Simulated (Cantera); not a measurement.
# Ignition delay

Mixture: H2 : O2 : N2 : H2O = 1 : 0.294 : 1.62 : 0.22 (molar parts), equivalence ratio 1.7, at 2.80 bar, adiabatic and at constant volume. Ignition delay is the time to a rise of 400 K.

Computed with Cantera and GRI-Mech 3.0 (53 species, 325 reactions). The hydrogen kinetics of GRI-Mech 3.0 are dated; newer H2 mechanisms differ, most at raised pressure.

```json
[
 {"T0 (K)": "950", "delay (ms)": "55.4"},
 {"T0 (K)": "1000", "delay (ms)": "14.6"},
 {"T0 (K)": "1050", "delay (ms)": "3.67"},
 {"T0 (K)": "1100", "delay (ms)": "0.699"},
 {"T0 (K)": "1150", "delay (ms)": "0.0941"},
 {"T0 (K)": "1200", "delay (ms)": "0.0375"},
 {"T0 (K)": "1250", "delay (ms)": "0.0230"},
 {"T0 (K)": "1300", "delay (ms)": "0.0163"},
 {"T0 (K)": "1350", "delay (ms)": "0.0124"}
]
```

The apparent activation energy between 1250 and 1350 K comes out as 86 kJ/mol.
